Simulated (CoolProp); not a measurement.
Properties of carbonyl sulfide along the isobar 1.01 bar.

The numbers come from the reference Helmholtz-energy equation of state, Lemmon 2006 in CoolProp. It is a short technical equation, of lower accuracy than the large ones.

| T (°C) | phase | cp (kJ/(kg K)) | cv (kJ/(kg K)) | Joule-Thomson coefficient (K/MPa) | isothermal compressibility (1/MPa) | fugacity coefficient |
|---|---|---|---|---|---|---|
| 30.05 | gas | 0.7047 | 0.5601 | 19.28 | 10.01 | 0.9895 |
| 65.25 | gas | 0.7292 | 0.5865 | 14.71 | 9.977 | 0.9925 |
| 100.45 | gas | 0.7516 | 0.6100 | 11.67 | 9.956 | 0.9945 |
| 135.65 | gas | 0.7719 | 0.6310 | 9.535 | 9.943 | 0.9958 |
| 170.85 | gas | 0.7901 | 0.6497 | 7.969 | 9.933 | 0.9968 |
| 206.05 | gas | 0.8067 | 0.6667 | 6.778 | 9.926 | 0.9975 |
| 241.25 | gas | 0.8218 | 0.6821 | 5.844 | 9.921 | 0.9980 |
| 276.45 | gas | 0.8358 | 0.6962 | 5.094 | 9.917 | 0.9984 |
| 311.65 | gas | 0.8487 | 0.7093 | 4.480 | 9.913 | 0.9987 |
| 346.85 | gas | 0.8606 | 0.7214 | 3.968 | 9.911 | 0.9990 |
